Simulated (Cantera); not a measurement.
What does this Cantera script print?

```python
import numpy as np
import cantera as ct

gas_names = """
    CL CLO CL2 Fe FeCL FeCL2 FeCL3 FeO Fe(OH)2 Fe2CL4 Fe2CL6 H HCL HOCL HO2 H2 H2O H2O2 O OH O2 O3
""".split()
cond_names = """
    Fe(a) Fe(c) Fe(d) Fe(L) FeCL2(s) FeCL2(L) FeCL3(s) FeCL3(L) FeO(s) FeO(L) Fe(OH)2(s) Fe(OH)3(s)
    Fe2O3(s) Fe3O4(s) H2O(s) H2O(L)
""".split()


def load(file, names, dense=False):
    # The tables refer to 1 bar. Condensed volumes are neglected.
    table = {s.name: s for s in ct.Species.list_from_file(file)}
    out = []
    for n in names:
        d = dict(table[n].input_data)
        d["thermo"] = dict(d["thermo"], **{"reference-pressure": 1e5})
        if dense:
            d["equation-of-state"] = {"model": "constant-volume", "density": "1e6 g/cm^3"}
        out.append(ct.Species.from_dict(d))
    return out


gas = ct.Solution(thermo="ideal-gas", species=load("nasa_gas.yaml", gas_names))
cond = {s.name: ct.Solution(thermo="fixed-stoichiometry", species=[s], name=s.name)
        for s in load("nasa_condensed.yaml", cond_names, dense=True)}
atoms = {
    'FeCl3': {'Fe': 1, 'CL': 3},
    'H2O': {'H': 2, 'O': 1},
    'H2': {'H': 2},
}
top_T = {'Fe2O3(s)': 1830, 'Fe3O4(s)': 1870}  # K; cautious upper limits of use, not melting points


def equilibrate(T, P, feed):
    n = {}
    for name, mol in feed.items():
        for a, k in atoms[name].items():
            n[a] = n.get(a, 0.0) + k * mol
    gas.TPX = T, P, n
    mass = sum(n.values()) * gas.mean_molecular_weight
    gas.equilibrate("TP")
    valid = [c for c in cond.values() if c.min_temp <= T <= top_T.get(c.name, c.max_temp)]
    mix = ct.Mixture([(gas, mass / gas.mean_molecular_weight)] + [(c, 0.0) for c in valid])
    mix.T, mix.P = T, P
    mix.equilibrate("TP", solver="vcs", rtol=1e-11, max_steps=5000)
    return mix


results = []
feed = {'FeCl3': 1, 'H2O': 4.4, 'H2': 2.3}  # mol
P = 0.45  # Pa
for T in [1273, 1373, 1473, 1573, 1673, 1773, 1873, 1973, 2073, 2173]:
    mix = equilibrate(T, P, feed)
    results.append((T, P, feed, dict(zip(mix.species_names, mix.species_moles))))
    x = sorted(zip(gas.X, gas.species_names), reverse=True)
    print(f"T = {T:g} K  P = {P:g} Pa  gas = {mix.phase_moles(0):.4g} mol")
    print("   x: " + "  ".join(f"{s} {v:.3e}" for v, s in x if v > 0.001))
    print("   condensed (mol): " + ("  ".join(f"{mix.phase(i).name} {mix.phase_moles(i):.4g}"
          for i in range(1, mix.n_phases) if mix.phase_moles(i) > 1e-12) or "none"))
```

It prints:

```
T = 1273 K  P = 0.45 Pa  gas = 8.202 mol
   x: H2O 4.448e-01  HCL 3.051e-01  H2 2.195e-01  FeCL2 3.023e-02
   condensed (mol): FeO(s) 0.7519
T = 1373 K  P = 0.45 Pa  gas = 8.209 mol
   x: H2O 4.531e-01  HCL 2.875e-01  H2 2.190e-01  FeCL2 3.860e-02
   condensed (mol): FeO(s) 0.6806
T = 1473 K  P = 0.45 Pa  gas = 8.253 mol
   x: H2O 4.611e-01  HCL 2.692e-01  H2 2.147e-01  FeCL2 4.573e-02  Fe 3.522e-03  CL 2.809e-03  H 2.763e-03
   condensed (mol): FeO(s) 0.5932
T = 1573 K  P = 0.45 Pa  gas = 8.498 mol
   x: H2O 4.738e-01  HCL 2.467e-01  H2 1.867e-01  FeCL2 4.881e-02  Fe 2.577e-02  CL 8.697e-03  H 8.282e-03
   condensed (mol): FeO(s) 0.3628
T = 1673 K  P = 0.45 Pa  gas = 9.128 mol
   x: H2O 4.748e-01  HCL 2.338e-01  H2 1.309e-01  Fe 7.351e-02  FeCL2 3.387e-02  CL 2.709e-02  H 1.942e-02  OH 3.389e-03  FeO 2.071e-03
   condensed (mol): none
T = 1773 K  P = 0.45 Pa  gas = 9.785 mol
   x: H2O 4.237e-01  HCL 2.223e-01  H2 1.214e-01  Fe 8.952e-02  CL 6.575e-02  H 4.673e-02  OH 1.011e-02  FeCL2 9.237e-03  O2 4.711e-03  FeO 3.362e-03  O 3.038e-03
   condensed (mol): none
T = 1873 K  P = 0.45 Pa  gas = 10.79 mol
   x: H2O 3.376e-01  HCL 1.686e-01  H2 1.325e-01  H 1.107e-01  CL 1.067e-01  Fe 8.807e-02  OH 2.191e-02  O2 1.549e-02  O 1.387e-02  FeO 3.231e-03  FeCL2 1.290e-03
   condensed (mol): none
T = 1973 K  P = 0.45 Pa  gas = 12.66 mol
   x: H 2.336e-01  H2O 2.086e-01  H2 1.349e-01  CL 1.335e-01  HCL 1.031e-01  Fe 7.660e-02  O 4.374e-02  OH 3.430e-02  O2 2.927e-02  FeO 2.213e-03
   condensed (mol): none
T = 2073 K  P = 0.45 Pa  gas = 15.78 mol
   x: H 3.981e-01  CL 1.407e-01  H2 1.031e-01  O 9.753e-02  H2O 8.016e-02  Fe 6.222e-02  HCL 4.938e-02  OH 3.520e-02  O2 3.241e-02  FeO 1.142e-03
   condensed (mol): none
T = 2173 K  P = 0.45 Pa  gas = 18.98 mol
   x: H 5.249e-01  O 1.523e-01  CL 1.388e-01  H2 5.324e-02  Fe 5.221e-02  OH 2.203e-02  O2 2.019e-02  HCL 1.929e-02  H2O 1.669e-02
   condensed (mol): none
```

Cantera equilibrium calculation (NASA polynomials, part measured and part estimated; ideal gas, pure solids and liquids). The tables' stoichiometric FeO is somewhat more stable than real wüstite, so its field is too wide. FeO: taken at fixed stoichiometry.
